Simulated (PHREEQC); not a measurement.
Consider water at 20 °C with 0.019 mol Cu(BF4)2, 0.00091 mol H2SO4 and 0.24 mol NaCl per kg of water. Closed to the air; pH follows from the charge balance.

Computed with PHREEQC (ion-association model, wateq4f.dat).

```csv
quantity,before,after
pH,2.60,2.69
ionic strength (mol/kgw),0.295,0.253
BF4- (mol/kgw),0.0342,0.00579
HF (mol/kgw),0.00492,0.00315
F- (mol/kgw),0.00225,0.00171
SI of CuF2:2H2O (CuF2:2H2O),-3.46,-4.36
SI of Chalcanthite (CuSO4:5H2O),-3.52,-4.13
```

Task: Name the change that produced these shifts.
(A) NaCl from 0.24 to 0.216 mol/kgw
(B) temperature from 20 to 15 °C
(C) temperature from 20 to 35 °C
(D) temperature from 20 to 10 °C
(E) Cu(BF4)2 from 0.019 to 0.0038 mol/kgw

Result: E, Cu(BF4)2 from 0.019 to 0.0038 mol/kgw

No solid was allowed to form. Real BF4- forms and hydrolyses slowly; the run takes it at equilibrium.
